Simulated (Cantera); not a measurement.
Charge: 1 mol TiCl4, 1.1 mol CH4, 2.8 mol H2, held at 77000 Pa.

Cantera equilibrium calculation (NASA polynomials, part measured and part estimated; ideal gas, pure solids and liquids). Candidate condensed phases: C, C6H6, C7H8, C8H18, Ti, TiC, TiCl2, TiCl3, TiCl4; 96 gas species. The tables' values for TiCl2 are old estimates; treat these amounts as uncertain. TiC: taken at fixed stoichiometry. The numbers say what is thermodynamically allowed, not how fast it happens.

log p: log10 of the partial pressure in bar; n: condensed amount in mol.

```tsv
T (K)	log p H2	log p HCl	log p TiCl4	log p TiCl3	log p CH4	log p TiCl2	n C(graphite)	n TiC(s)
1400	-0.33	-0.63	-1.35	-1.69	-3.02	-4.93	0.640	0.452
1450	-0.34	-0.59	-1.43	-1.65	-3.16	-4.68	0.598	0.496
1500	-0.35	-0.56	(withheld)	-1.63	(withheld)	-4.45	0.559	0.537
1550	-0.37	-0.54	-1.61	-1.61	-3.42	-4.23	0.521	0.575
1600	-0.38	-0.52	-1.71	-1.60	-3.54	-4.04	0.486	0.611
1650	-0.39	-0.50	(withheld)	-1.60	(withheld)	-3.86	0.454	0.643
1700	-0.40	-0.48	-1.91	-1.61	-3.75	-3.70	0.425	0.673
1750	-0.40	-0.47	-2.01	-1.62	-3.85	-3.55	0.399	0.699
1800	-0.41	-0.46	-2.11	-1.63	-3.94	-3.42	0.375	0.723
1850	-0.42	-0.45	-2.22	-1.65	-4.02	-3.29	0.354	0.744
1900	-0.42	-0.44	-2.32	-1.67	-4.09	-3.17	0.334	0.762
1950	-0.43	-0.43	-2.42	-1.70	-4.17	-3.06	0.317	0.779
```

Q: Some entries are withheld; supply them.

A: 
- 1650, log p TiCl4: -1.81
- 1650, log p CH4: -3.65
- 1500, log p TiCl4: -1.52
- 1500, log p CH4: -3.30
